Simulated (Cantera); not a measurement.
An isothermal, constant-pressure homogeneous reactor starts with NO : N2 = 1 : 1.7 (molar parts), at 2075 K and 450 Torr. Integrator tolerance rtol = 1e-08.

Detailed kinetics in Cantera: GRI-Mech 3.0 (53 species, 325 reactions).

Q: What does this change do: N2 1.7 to 4.8 parts?

A: 
| quantity | before | after |
|---|---|---|
| x(NO) at 5.00 s | 0.00992 (gas-phase equilibrium 0.00881) | 0.00792 (gas-phase equilibrium 0.00633) |
| x(NO2) at 5.00 s | 1.09e-5 (gas-phase equilibrium 9.65e-6) | 5.85e-6 (gas-phase equilibrium 4.70e-6) |
| x(N2O) at 5.00 s | 3.95e-7 (gas-phase equilibrium 3.87e-7) | 3.04e-7 (gas-phase equilibrium 2.95e-7) |
| x(N2) at 5.00 s | 0.810 (gas-phase equilibrium 0.810) | 0.910 (gas-phase equilibrium 0.910) |
| x(O2) at 5.00 s | 0.180 (gas-phase equilibrium 0.180) | 0.0820 (gas-phase equilibrium 0.0828) |

Q: What does this change do: pressure from 450 Torr to 14.3 Torr?

A: 
| quantity | before | after |
|---|---|---|
| x(NO) at 5.00 s | 0.00992 (gas-phase equilibrium 0.00881) | 0.156 (gas-phase equilibrium 0.00877) |
| x(NO2) at 5.00 s | 1.09e-5 (gas-phase equilibrium 9.65e-6) | 2.30e-5 (gas-phase equilibrium 1.70e-6) |
| x(N2O) at 5.00 s | 3.95e-7 (gas-phase equilibrium 3.87e-7) | 6.51e-6 (gas-phase equilibrium 6.85e-8) |
| x(N2) at 5.00 s | 0.810 (gas-phase equilibrium 0.810) | 0.736 (gas-phase equilibrium 0.809) |
| x(O2) at 5.00 s | 0.180 (gas-phase equilibrium 0.180) | 0.106 (gas-phase equilibrium 0.179) |
Radical loss at walls, strong at low pressure, is not modelled.
